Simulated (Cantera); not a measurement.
A freely propagating, adiabatic, planar premixed flame of H₂ : O₂ : N₂ = 1 : 0.725 : 2.72 (molar parts), equivalence ratio 0.69, unburnt at 548 K and 9.77 atm; mixture-averaged transport, grid criteria slope 0.08 and curve 0.16, no radiation.

Cantera simulation using the H2/O2 subset of GRI-Mech 3.0, which has no nitrogen chemistry; the numbers are that mechanism's predictions, not measurements. The hydrogen kinetics of GRI-Mech 3.0 are dated; newer H2 mechanisms differ, most at raised pressure. Burning velocities carry a grid error of a few per cent, more on coarse grids. Lean hydrogen flames are cellular in practice and burn faster than this planar one.

### Question
How do the results move with these cheaper or finer settings: unity-Lewis-number transport; multicomponent transport; multicomponent+Soret transport; grid criteria slope 0.5, curve 1; grid criteria slope 0.25, curve 0.5; grid criteria slope 0.03, curve 0.06?

### Answer
```csv
setting,laminar burning velocity,thermal thickness,peak x(HO₂),peak x(H₂O₂),grid points
as above,183 cm/s,0.0311 mm,0.00109,0.000263,110
unity-Lewis-number transport,277 cm/s,0.0218 mm,0.000974,0.000108,112
multicomponent transport,186 cm/s,0.0305 mm,0.00110,0.000259,111
multicomponent+Soret transport,167 cm/s,0.0316 mm,0.00103,0.000265,110
"grid criteria slope 0.5, curve 1",200 cm/s,0.0364 mm,0.00102,0.000292,34
"grid criteria slope 0.25, curve 0.5",189 cm/s,0.0328 mm,0.00105,0.000267,51
"grid criteria slope 0.03, curve 0.06",189 cm/s,0.0300 mm,0.00112,0.000255,244
```
Unity Lewis numbers drop preferential diffusion, which matters most where H2 and H carry the flame; Soret adds thermal diffusion.
